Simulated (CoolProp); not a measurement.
Values from CoolProp's reference Helmholtz-energy equation of state, Leachman 2009.

Q: For normal hydrogen, give the phase and the Joule-Thomson coefficient (K/MPa) at 761.1 K and 0.243 MPa; 993.4 K and 0.3 MPa.

A: 
- 761.1 K and 0.243 MPa: gas; Joule-Thomson coefficient -0.581
- 993.4 K and 0.3 MPa: gas; Joule-Thomson coefficient -0.590
